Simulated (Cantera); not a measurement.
Charge: 1 mol SiCl4, 0.59 mol NH3, 5.8 mol H2, 0.083 mol HCl, held at 0.0630 bar.

Equilibrium computed with Cantera from the NASA thermochemical tables; the gas is ideal and each condensed phase is pure. Candidate condensed phases: NH4Cl, Si, Si3N4; 28 gas species. The tables' values for SiCl3, SiCl, SiN are old estimates; treat these amounts as uncertain. Gases not in the tables: Si2H6 and higher silanes. Kinetics and transport are ignored.

x: gas mole fraction; n: condensed amount in mol.

```json
[
 {"T (K)": "773", "x H2": "0.716", "x HCl": "0.208", "x SiCl2": "1.69e-10", "x SiCl4": "0.0723", "x N2": "0.00297", "x H": "3.06e-12", "x SiCl3": "2.90e-7", "n Si3N4(s)": "0.135"},
 {"T (K)": "973", "x H2": "0.708", "x HCl": "0.222", "x SiCl2": "2.09e-6", "x SiCl4": "0.0680", "x N2": "0.000918", "x H": "3.63e-9", "x SiCl3": "7.04e-5", "n Si3N4(s)": "0.144"},
 {"T (K)": "1173", "x H2": "0.700", "x HCl": "0.231", "x SiCl2": "…", "x SiCl4": "…", "x N2": "…", "x H": "…", "x SiCl3": "0.00236", "n Si3N4(s)": "0.145"},
 {"T (K)": "1373", "x H2": "0.658", "x HCl": "0.270", "x SiCl2": "0.0240", "x SiCl4": "0.0288", "x N2": "0.00236", "x H": "1.08e-5", "x SiCl3": "0.0122", "n Si3N4(s)": "0.138"},
 {"T (K)": "1573", "x H2": "0.633", "x HCl": "0.247", "x SiCl2": "0.0826", "x SiCl4": "0.00334", "x N2": "0.0231", "x H": "0.000129", "x SiCl3": "0.0102", "n Si3N4(s)": "0.0448"},
 {"T (K)": "1773", "x H2": "0.631", "x HCl": "0.225", "x SiCl2": "0.106", "x SiCl4": "0.000295", "x N2": "0.0326", "x H": "0.000900", "x SiCl3": "0.00428", "n Si3N4(s)": "0"},
 {"T (K)": "1973", "x H2": "0.625", "x HCl": "0.227", "x SiCl2": "0.107", "x SiCl4": "…", "x N2": "0.0325", "x H": "…", "x SiCl3": "0.00196", "n Si3N4(s)": "0"},
 {"T (K)": "2173", "x H2": "0.609", "x HCl": "0.231", "x SiCl2": "0.102", "x SiCl4": "8.74e-6", "x N2": "0.0321", "x H": "0.0150", "x SiCl3": "0.000995", "n Si3N4(s)": "0"}
]
```

Q: What belongs in the gaps?

A: 
- 1973, x SiCl4: 4.29e-5
- 1973, x H: 0.00425
- 1173, x SiCl2: 0.000905
- 1173, x SiCl4: 0.0609
- 1173, x N2: 0.000508
- 1173, x H: 3.93e-7
